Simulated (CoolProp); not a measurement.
R407C at several states: Z from the reference equation and from simpler models built on Tc = 86.2 °C, pc = 4632 kPa, ω = 0.363; each cubic takes its own stable root.

Values from CoolProp's reference Helmholtz-energy equation of state, Lemmon 2003. It is a pseudo-pure fit of the blend.

```tsv
T (°C)	p (kPa)	phase	reference
145.15	2780	gas	0.8669
7.15	3370	liquid	0.1019
122.45	944	gas	0.9458
-37.15	27600	liquid	0.8543
149.85	27200	supercritical	0.7514
```

### Question
How far does each simpler model (Redlich-Kwong, Peng-Robinson) lie from the reference over these 5 states: mean and median of the absolute difference, and the worst?

### Answer
- Redlich-Kwong: mean 8.4 %, median 7.3 %, worst +19.3 % at 7.15 °C and 3370 kPa
- Peng-Robinson: mean 1.2 %, median 0.7 %, worst +3.7 % at 149.85 °C and 27200 kPa
